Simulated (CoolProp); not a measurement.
2000 sccm (0 °C, 1 atm) of nitrogen bubbles through liquid ethanol at 293.3 K and leaves saturated at a total pressure of 0.15 MPa (ideal gas phase). Each further row changes one setting.

Model: reference Helmholtz-energy equation of state, Schroeder 2014, in CoolProp.

```tsv
case	vapour pressure (kPa)	mole fraction of vapour	delivery (mg/min)	delivery (sccm)	change of delivery for a bath 1 K warmer (%)
as stated	5.93	0.0395	169	___	___
bath temperature 298.3 K	7.95	___	230	___	6.3
total pressure 0.3 MPa	5.93	0.0198	82.9	___	6.3
```

### Question
Complete the blanks.

### Answer

- as stated, delivery (sccm): 82.3
- as stated, change of delivery for a bath 1 K warmer (%): 6.4
- bath temperature 298.3 K, mole fraction of vapour: 0.0530
- bath temperature 298.3 K, delivery (sccm): 112
- total pressure 0.3 MPa, delivery (sccm): 40.3
